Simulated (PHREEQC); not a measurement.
0.55 g of hydrous ferric oxide (600 m²/g; 0.2 weak and 0.005 strong sites per Fe, Dzombak-Morel constants, diffuse double layer) in 1 kg of water with 0.005 mol/kgw of an inert sodium salt, at 25 °C; the pH is set by adding NaOH or the inert anion's acid. O2 is buffered at 0.21 atm. The system is closed to CO2. Nothing may precipitate in this run.

All values are PHREEQC results (ion-association model, wateq4f.dat), not measurements.

Predict surface charge σ (C/m²) at pH = 4, 6, 7, 9.


```csv
pH,surface charge σ (C/m²)
4,0.185
6,0.038
7,0.013
9,-0.009
```

The oxide is taken as insoluble; below pH 4 it would dissolve.
